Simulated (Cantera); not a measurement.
An isothermal, constant-pressure homogeneous reactor starts with NH₃ : N₂ = 1 : 11 (molar parts), at 1875 K and 0.0263 atm. Integrator tolerance rtol = 1e-08.

Model: the gas-phase N/H chemistry of the illustrative SiF4/NH3 mechanism in the Surface Chemkin manual (1991), integrated in Cantera. Walls and surfaces, which speed up NH3 decomposition in real reactors, are not modelled.

### Question
What does this change do: temperature 1875 to 1650 K?

### Answer
```
quantity                                             before                                     after
-----------------  ----------------------------------------  ----------------------------------------
x(NH₃) at 30.0 s    2.60e-5 (gas-phase equilibrium 2.43e-8)    0.0328 (gas-phase equilibrium 3.98e-8)
x(N₂) at 30.0 s         0.884 (gas-phase equilibrium 0.884)       0.897 (gas-phase equilibrium 0.885)
x(NH₂) at 30.0 s   5.52e-7 (gas-phase equilibrium 8.03e-10)  3.16e-5 (gas-phase equilibrium 1.62e-10)
x(H₂) at 30.0 s         0.115 (gas-phase equilibrium 0.115)      0.0699 (gas-phase equilibrium 0.115)
x(N) at 30.0 s     2.14e-7 (gas-phase equilibrium 7.56e-10)  1.03e-7 (gas-phase equilibrium 1.14e-11)
x(N₂H₄) at 30.0 s     <1e-12 (gas-phase equilibrium <1e-12)   3.99e-10 (gas-phase equilibrium <1e-12)
x(H) at 30.0 s     0.000880 (gas-phase equilibrium 0.00137)  2.74e-5 (gas-phase equilibrium 0.000190)
```
